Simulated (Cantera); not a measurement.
## Transport properties of process gases

Gas mixture: H2O : NO = 0.27 : 0.19 (molar parts), at 1.00 bar, frozen composition.

Cantera's kinetic-theory transport with the Lennard-Jones parameters of GRI-Mech 3.0, ideal gas; thermal conductivity in the multicomponent form. Polar gases are described roughly by these parameters. The composition is frozen, though it would react at the higher temperatures.

```
T (K)  ρ (kg/m³)  cp (J/kg/K)  μ (µPa s)  λ (mW/m/K)     Pr  D (cm²/s) H2O  D (cm²/s) O  D (cm²/s) H2
-----  ---------  -----------  ---------  ----------  -----  -------------  -----------  ------------
400        0.691         1415       17.9        37.0  0.684          0.396        0.599          1.39
550        0.502         1468       23.7        51.8  0.673          0.718         1.05          2.41
700        0.395         1535       29.3        67.2  0.669           1.11         1.60          3.64
850        0.325         1601       34.6        82.9  0.668           1.57         2.23          5.06
1000       0.276         1667       39.6        98.8  0.668           2.08         2.93          6.64
1150       0.240         1728       44.4         115  0.668           2.65         3.71          8.39
1300       0.212         1784       49.0         131  0.669           3.27         4.56          10.3
1450       0.191         1835       53.4         146  0.670           3.94         5.47          12.4
```
D: mixture-averaged diffusion coefficient of that species in the mixture.
